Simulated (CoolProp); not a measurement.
Vapour-liquid equilibrium of isohexane (1) + n-heptane (2) at 82.2 kPa; x and y are mole fractions of (1).

The numbers come from the multi-fluid Helmholtz-energy mixture model, Lemmon 2006 and Span 2003; pair parameters Bell 2016 in CoolProp.

```json
[
 {"x": "0.05", "bubble temperature (K)": "361.5", "y at the bubble point": "0.133", "dew temperature at overall composition x (K)": "363.4", "liquid density (mol/L)": "6.252"},
 {"x": "0.15", "bubble temperature (K)": "355.9", "y at the bubble point": "0.345", "dew temperature at overall composition x (K)": "361.1", "liquid density (mol/L)": "6.362"},
 {"x": "0.25", "bubble temperature (K)": "351.0", "y at the bubble point": "0.504", "dew temperature at overall composition x (K)": "358.5", "liquid density (mol/L)": "6.468"},
 {"x": "0.35", "bubble temperature (K)": "346.7", "y at the bubble point": "0.627", "dew temperature at overall composition x (K)": "355.8", "liquid density (mol/L)": "6.571"},
 {"x": "0.45", "bubble temperature (K)": "342.8", "y at the bubble point": "0.722", "dew temperature at overall composition x (K)": "352.8", "liquid density (mol/L)": "6.672"},
 {"x": "0.55", "bubble temperature (K)": "339.3", "y at the bubble point": "0.799", "dew temperature at overall composition x (K)": "349.5", "liquid density (mol/L)": "6.771"},
 {"x": "0.65", "bubble temperature (K)": "336.2", "y at the bubble point": "0.860", "dew temperature at overall composition x (K)": "345.8", "liquid density (mol/L)": "6.870"},
 {"x": "0.75", "bubble temperature (K)": "333.2", "y at the bubble point": "0.910", "dew temperature at overall composition x (K)": "341.6", "liquid density (mol/L)": "6.968"},
 {"x": "0.85", "bubble temperature (K)": "330.6", "y at the bubble point": "0.952", "dew temperature at overall composition x (K)": "336.7", "liquid density (mol/L)": "7.065"},
 {"x": "0.95", "bubble temperature (K)": "328.1", "y at the bubble point": "0.985", "dew temperature at overall composition x (K)": "330.7", "liquid density (mol/L)": "7.162"}
]
```

No azeotrope shows between x = 0.05 and 0.95.

Pair parameters are fitted to limited data, so mixtures are less certain than the pure fluids.
